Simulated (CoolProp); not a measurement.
Vapour-liquid equilibrium of n-hexane (1) + p-xylene (2) at 0.311 MPa; x and y are mole fractions of (1).

Computed with CoolProp (multi-fluid Helmholtz-energy mixture model, Thol 2019 and Zhou 2012; pair parameters Bell 2016).

```csv
x,bubble temperature (K),y at the bubble point,dew temperature at overall composition x (K),liquid density (mol/L)
0.05,450.1,0.199,456.9,6.674
0.2,429.3,0.559,450.0,6.770
0.35,415.1,___,___,___
0.5,___,0.838,433.3,___
0.65,396.8,___,422.5,6.757
0.8,390.2,0.951,408.9,6.706
0.95,384.3,0.989,390.3,6.644
```

**Question.** Fill in the missing entries.

**Answer.** 
- 0.35, y at the bubble point: 0.737
- 0.35, dew temperature at overall composition x (K): 442.3
- 0.35, liquid density (mol/L): 6.801
- 0.5, bubble temperature (K): 404.8
- 0.5, liquid density (mol/L): 6.791
- 0.65, y at the bubble point: 0.903

No azeotrope shows between x = 0.05 and 0.95.

Pair parameters are fitted to limited data, so mixtures are less certain than the pure fluids.
